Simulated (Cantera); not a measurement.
An isothermal, constant-pressure homogeneous reactor starts with 71.2 % CH4, 28.8 % H2O, at 1525 K and 10.0 bar.

Model: GRI-Mech 3.0 (53 species, 325 reactions), integrated in Cantera. GRI-Mech 3.0 stops at C3 and has no aromatics, soot or wall deposition, so with more carbon than oxygen in the feed, carbon stays in small species such as C2H2 where larger ones or solid carbon would form.

One state of this run: x CH4 = 0.297; x H2O = 0.0778; x CH2CO = 3.09e-6; x CH2O = 4.07e-7; x CH3 = 6.63e-5; x O2 = <1e-12; x CO = 0.111. x: mole fraction; the columns are a selection and need not sum to one.

Question: Which value of t (s) does it belong to?
A) 1.00e-5
B) 0.00155
C) 0.240
D) 6.93

Answer: D, 6.93
